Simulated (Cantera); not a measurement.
## SiH₂Cl₂ + NH₃ (silicon nitride deposition)

A closed system holds: 1 mol SiH₂Cl₂, 3 mol NH₃, at 1000 Pa.

Equilibrium computed with Cantera from the NASA thermochemical tables; the gas is ideal and each condensed phase is pure. Candidate condensed phases: NH₄Cl, Si, Si₃N₄; 28 gas species. The tables' values for SiCl₃, SiCl are old estimates; treat these amounts as uncertain. The numbers say what is thermodynamically allowed, not how fast it happens.

```csv
T (°C),x H₂,x HCl,x N₂,x SiCl₂,n Si₃N₄(s)
552,0.627,0.248,0.118,1.09e-9,0.318
652,0.623,0.256,0.117,7.81e-8,0.323
752,0.620,0.261,0.116,2.37e-6,0.326
852,0.619,0.263,0.115,3.85e-5,0.327
952,0.618,0.264,0.115,0.000387,0.327
1052,0.619,0.259,0.117,0.00260,0.322
1152,0.624,0.240,0.122,0.0114,0.300
1252,0.635,0.199,0.133,0.0307,0.252
1352,0.647,0.149,0.147,0.0549,0.191
```
x: gas mole fraction; n: condensed amount in mol.

From 552 °C to 1352 °C the condensed part is Si₃N₄(s). The main Si-bearing gas is SiCl₄ at 552 °C and SiCl₂ at 1352 °C.
